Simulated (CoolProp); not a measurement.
Model: reference Helmholtz-energy equation of state, Zhou 2011, in CoolProp.

**Question.** Give the vapour pressure (MPa), liquid cp (kJ/(kg K)), vapour Z, surface tension (mN/m) of saturated dimethyl carbonate at 335.1, 343.1 K.

**Answer.** 
```
T (K)  p (MPa)  liquid cp (kJ/(kg K))  vapour Z  surface tension (mN/m)
-----  -------  ---------------------  --------  ----------------------
335.1   0.0377                   1.89     0.986                    23.0
343.1   0.0509                   1.91     0.983                    21.8
```

Surface tension comes from a separate correlation (Mulero 2014).
